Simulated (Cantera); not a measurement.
What does this Cantera script print?

```python
import numpy as np
import cantera as ct

gas_names = """
    H HO2 H2 H2O H2O2 Hg O OH O2 O3
""".split()
cond_names = """
    H2O(s) H2O(L) Hg(cr) Hg(L) HgO(s)
""".split()


def load(file, names, dense=False):
    # The tables refer to 1 bar. Condensed volumes are neglected.
    table = {s.name: s for s in ct.Species.list_from_file(file)}
    out = []
    for n in names:
        d = dict(table[n].input_data)
        d["thermo"] = dict(d["thermo"], **{"reference-pressure": 1e5})
        if dense:
            d["equation-of-state"] = {"model": "constant-volume", "density": "1e6 g/cm^3"}
        out.append(ct.Species.from_dict(d))
    return out


gas = ct.Solution(thermo="ideal-gas", species=load("nasa_gas.yaml", gas_names))
cond = {s.name: ct.Solution(thermo="fixed-stoichiometry", species=[s], name=s.name)
        for s in load("nasa_condensed.yaml", cond_names, dense=True)}
atoms = {
    'Hg': {'Hg': 1},
    'O2': {'O': 2},
    'H2': {'H': 2},
}
top_T = {}  # K; cautious upper limits of use, not melting points


def equilibrate(T, P, feed):
    n = {}
    for name, mol in feed.items():
        for a, k in atoms[name].items():
            n[a] = n.get(a, 0.0) + k * mol
    gas.TPX = T, P, n
    mass = sum(n.values()) * gas.mean_molecular_weight
    gas.equilibrate("TP")
    valid = [c for c in cond.values() if c.min_temp <= T <= top_T.get(c.name, c.max_temp)]
    mix = ct.Mixture([(gas, mass / gas.mean_molecular_weight)] + [(c, 0.0) for c in valid])
    mix.T, mix.P = T, P
    mix.equilibrate("TP", solver="vcs", rtol=1e-11, max_steps=5000)
    return mix


results = []
feed = {'Hg': 1, 'O2': 0.54, 'H2': 37}  # mol
T = 1525  # K
P = 1100  # Pa
mix = equilibrate(T, P, feed)
results.append((T, P, feed, dict(zip(mix.species_names, mix.species_moles))))
print(gas.report(threshold=1e-05))
for i in range(1, mix.n_phases):
    print(f"{mix.phase(i).name:16s} {mix.phase_moles(i):12.5e} mol")
```

Output:

```
       temperature   1525 K
          pressure   1100 Pa
           density   0.00066762 kg/m^3
  mean mol. weight   7.6955 kg/kmol
   phase of matter   gas

                          1 kg             1 kmol
                     ---------------   ---------------
          enthalpy         4.155e+06        3.1975e+07  J
   internal energy        2.5073e+06        1.9295e+07  J
           entropy             28827        2.2184e+05  J/K
    Gibbs function       -3.9806e+07       -3.0633e+08  J
 heat capacity c_p            4233.5             32579  J/K
 heat capacity c_v            3153.1             24264  J/K

                      mass frac. Y      mole frac. X     chem. pot. / RT
                     ---------------   ---------------   ---------------
                 H        2.8721e-05        0.00021927           -11.609
                H2           0.24757           0.94505           -23.217
               H2O          0.066525          0.028418           -53.489
                Hg           0.68587          0.026313            -26.42
     [   +6 minor]        4.5217e-07         2.046e-07

Hg(L)             0.00000e+00 mol
```

These are equilibrium values from Cantera (NASA tables, ideal gas, pure condensed phases), not measurements of a reactor.
